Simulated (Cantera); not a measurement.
A closed system holds: 1 mol C₂H₅OH, 9.5 mol H₂, 0.082 mol CO₂, at 0.920 bar.

These are equilibrium values from Cantera (NASA tables, ideal gas, pure condensed phases), not measurements of a reactor. Candidate condensed phases: C, C₆H₆, C₇H₈, C₈H₁₈, H₂O; 110 gas species. The numbers say what is thermodynamically allowed, not how fast it happens. All values below are at 1000 K.

Base state: H₂ 0.847, CO 0.0671, CH₄ 0.0630, H₂O 0.0207, CO₂ 0.00235 (mole fractions); condensed: C(graphite).

Problem. What changes in the equilibrium state with this change: pressure from 0.920 bar to 10.0 mbar?

Solution. 
```
species            before     after
----------------  -------  --------
H₂                  0.847     0.914
CO                 0.0671    0.0849
CH₄                0.0630  0.000798
H₂O                0.0207  0.000307
CO₂               0.00235   4.09e-5
C(graphite), mol    0.415     0.912
```
